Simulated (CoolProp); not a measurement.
Properties of CH2F2 (R32) along the isobar 1.01 bar (Tc = 351.3 K, pc = 57.83 bar, ω = 0.277).

The numbers come from the reference Helmholtz-energy equation of state, Tillner-Roth 1997 in CoolProp.

| T (K) | phase | cp (kJ/(kg K)) | speed of sound (m/s) | Joule-Thomson coefficient (K/MPa) | isothermal compressibility (1/MPa) | conductivity (mW/(m K)) |
|---|---|---|---|---|---|---|
| 169.7 | liquid | 1.561 | 1240 | ? | 0.0007565 | 226 |
| 194.8 | liquid | 1.561 | ? | -0.3032 | 0.001027 | 211 |
| 220 | liquid | ? | 978.6 | -0.2600 | 0.001444 | 194 |
| 245.1 | gas | 0.8209 | 219.3 | 52.77 | 10.18 | ? |
| 270.2 | gas | 0.8235 | 230.3 | 36.38 | 10.08 | 11.6 |
| 295.3 | gas | 0.8445 | 240.2 | 26.44 | 10.03 | 13.4 |
| 320.4 | gas | 0.8746 | ? | 20.01 | 9.996 | 15.4 |
| 345.6 | gas | 0.9097 | 258.0 | 15.64 | 9.973 | 17.5 |

### Question
Some entries are withheld; supply them.

### Answer

- 169.7, Joule-Thomson coefficient (K/MPa): -0.3268
- 194.8, speed of sound (m/s): 1109
- 220, cp (kJ/(kg K)): 1.585
- 245.1, conductivity (mW/(m K)): 9.98
- 320.4, speed of sound (m/s): 249.3

Thermal conductivity comes from a separate model (Huber 2003), an estimate that may be off by 10 % or more.
